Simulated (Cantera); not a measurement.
A perfectly stirred reactor is fed with C₂H₆ : N₂ = 1 : 170 (molar parts), at 1.00 atm; it is held at 1600 K, and followed from long to short residence time.

Model: GRI-Mech 3.0 (53 species, 325 reactions), integrated in Cantera. GRI-Mech 3.0 stops at C3 and has no aromatics, soot or wall deposition, so with more carbon than oxygen in the feed, carbon stays in small species such as C2H2 where larger ones or solid carbon would form.

x: mole fraction; the columns are a selection and need not sum to one.

| τ (s) | x C₂H₆ | x CH₃ | x H₂ | x HCN | x C₂H₄ |
|---|---|---|---|---|---|
| 0.57 | (withheld) | 3.05e-5 | 0.00910 | 2.35e-6 | 3.59e-5 |
| 0.25 | (withheld) | 4.25e-5 | 0.00882 | 2.25e-6 | 6.22e-5 |
| 0.11 | (withheld) | 5.81e-5 | 0.00864 | 2.27e-6 | 0.000107 |
| 0.050 | (withheld) | 7.73e-5 | 0.00852 | 2.33e-6 | 0.000177 |
| 0.022 | (withheld) | 0.000103 | 0.00839 | 2.40e-6 | 0.000295 |
| 0.0099 | (withheld) | 0.000136 | 0.00816 | 2.41e-6 | 0.000478 |
| 0.0044 | (withheld) | 0.000181 | 0.00774 | 2.33e-6 | 0.000769 |
| 0.0020 | (withheld) | 0.000242 | 0.00707 | 2.16e-6 | 0.00118 |

Task: What belongs in the gaps?

Result: 
- 0.57, x C₂H₆: 5.57e-6
- 0.25, x C₂H₆: 1.11e-5
- 0.11, x C₂H₆: 2.14e-5
- 0.050, x C₂H₆: 3.90e-5
- 0.022, x C₂H₆: 7.15e-5
- 0.0099, x C₂H₆: 0.000128
- 0.0044, x C₂H₆: 0.000233
- 0.0020, x C₂H₆: 0.000422
